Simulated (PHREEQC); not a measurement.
Solution (50 °C): 0.64 mol NaCl, 0.57 mol KCl and 0.62 mol MgCl2 per kg of water. It is in equilibrium with CO2 at log p = -3.4 (atm). Otherwise closed; pH follows from the charge balance.

All values are PHREEQC results (Pitzer model, pitzer.dat), not measurements.

Each row changes one thing in this solution. Precipitation was switched off in this run.

```json
[
 {"case": "as made", "pH": "5.37", "CO2 (mol/kgw)": "5.36e-6", "HCO3- (mol/kgw)": "2.20e-6", "MgOH+ (mol/kgw)": "6.93e-7", "MgCO3 (mol/kgw)": "4.07e-9", "CO3-2 (mol/kgw)": "1.99e-9", "SI of Sylvite (KCl)": "-1.39", "SI of Magnesite (MgCO3)": "-3.56"},
 {"case": "MgCl2 from 0.62 to 3.1 mol/kgw", "pH": "3.93", "CO2 (mol/kgw)": "2.27e-6", "HCO3- (mol/kgw)": "3.28e-7", "MgOH+ (mol/kgw)": "5.32e-6", "MgCO3 (mol/kgw)": "[?]", "CO3-2 (mol/kgw)": "2.30e-10", "SI of Sylvite (KCl)": "-0.49", "SI of Magnesite (MgCO3)": "-4.00"},
 {"case": "NaCl left out", "pH": "5.45", "CO2 (mol/kgw)": "5.93e-6", "HCO3- (mol/kgw)": "2.44e-6", "MgOH+ (mol/kgw)": "6.15e-7", "MgCO3 (mol/kgw)": "4.43e-9", "CO3-2 (mol/kgw)": "2.73e-9", "SI of Sylvite (KCl)": "-1.53", "SI of Magnesite (MgCO3)": "-3.53"},
 {"case": "MgCl2 from 0.62 to 0.93 mol/kgw", "pH": "5.24", "CO2 (mol/kgw)": "4.81e-6", "HCO3- (mol/kgw)": "1.78e-6", "MgOH+ (mol/kgw)": "1.16e-6", "MgCO3 (mol/kgw)": "4.78e-9", "CO3-2 (mol/kgw)": "2.38e-9", "SI of Sylvite (KCl)": "-1.25", "SI of Magnesite (MgCO3)": "-3.49"},
 {"case": "temperature from 50 to 10 °C", "pH": "5.25", "CO2 (mol/kgw)": "1.48e-5", "HCO3- (mol/kgw)": "3.12e-6", "MgOH+ (mol/kgw)": "2.42e-8", "MgCO3 (mol/kgw)": "1.90e-9", "CO3-2 (mol/kgw)": "9.84e-10", "SI of Sylvite (KCl)": "-0.99", "SI of Magnesite (MgCO3)": "-3.78"},
 {"case": "diluted 10-fold with water", "pH": "5.65", "CO2 (mol/kgw)": "7.47e-6", "HCO3- (mol/kgw)": "2.81e-6", "MgOH+ (mol/kgw)": "9.64e-8", "MgCO3 (mol/kgw)": "1.11e-9", "CO3-2 (mol/kgw)": "4.36e-10", "SI of Sylvite (KCl)": "-3.30", "SI of Magnesite (MgCO3)": "[?]"},
 {"case": "diluted 100-fold with water", "pH": "5.69", "CO2 (mol/kgw)": "7.72e-6", "HCO3- (mol/kgw)": "2.36e-6", "MgOH+ (mol/kgw)": "2.05e-8", "MgCO3 (mol/kgw)": "2.50e-10", "CO3-2 (mol/kgw)": "1.41e-10", "SI of Sylvite (KCl)": "-5.12", "SI of Magnesite (MgCO3)": "-4.77"}
]
```

Task: Fill in the missing entries.

Result: 
- MgCl2 from 0.62 to 3.1 mol/kgw, MgCO3 (mol/kgw): 1.48e-9
- diluted 10-fold with water, SI of Magnesite (MgCO3): -4.13

Species that the database lacks are ignored. In brines, pH and single-ion activities rest on the MacInnes convention. Constants without temperature data keep their 25 °C values here.
